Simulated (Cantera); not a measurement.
Input: 1 mol Si3N4, 0.0066 mol H2O, 520 mol H2, held at 0.170 bar.

Cantera equilibrium calculation (NASA polynomials, part measured and part estimated; ideal gas, pure solids and liquids). Candidate condensed phases: H2O, Si, SiO2, Si2N2O, Si3N4; 35 gas species. Mutual solubility and eutectic melting of coexisting phases are not modelled. Kinetics and transport are ignored. All values below are at 1052 °C.

Base state: H2 1.000 (mole fractions); condensed: Si(s) + Si2N2O(s) + Si3N4(s).

What changes in the equilibrium state with this change: pressure from 0.170 bar to 1.33 mbar?


```
species           before     after
--------------  --------  --------
H2                 1.000     0.999
N2               5.59e-6  0.000712
H                3.97e-6   4.48e-5
Si(s), mol      0.000932     0.551
Si2N2O(s), mol   0.00658   0.00390
Si3N4(s), mol      0.995     0.813
```

What changes in the equilibrium state with this change: Si3N4 replaced by SiC?


```tsv
species	before	after
H2	1.000	1.000
SiO	4.07e-8	1.14e-5
CH4	0	1.04e-5
Si(s), mol	0.000932	0
Si2N2O(s), mol	0.00658	0
Si3N4(s), mol	0.995	0
SiC(s), mol	0	0.994
```
Further candidate phases: C, C6H6, C7H8, C8H18, SiC.
